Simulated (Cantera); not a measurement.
Feed: 1 mol V, 8.2 mol N₂O, held at 2.70 Pa.

Cantera equilibrium calculation (NASA polynomials, part measured and part estimated; ideal gas, pure solids and liquids). Candidate condensed phases: V, VN, VO, V₂O₃, V₂O₄, V₂O₅; 13 gas species. Condensed phases not in the tables: the oxides between V₂O₃ and V₂O₅ other than VO₂. Rates play no part. All values below are at 1077 °C.

Base state: N₂ 0.725, O₂ 0.274, NO 0.000594, VO₂ 6.36e-5, O 4.25e-5 (mole fractions); condensed: V₂O₄(s).

Task: What changes in the equilibrium state with this change: pressure from 2.70 Pa to 0.133 bar?

Result: 
```csv
species,before,after
N₂,0.725,0.742
O₂,0.274,0.258
NO,0.000594,0.000582
VO₂,6.36e-5,9.56e-9
O,4.25e-5,5.87e-7
"V₂O₄(s), mol",0.500,0
"V₂O₅(l), mol",0,0.500
```
Gases not in the tables: V₄O₁₀.
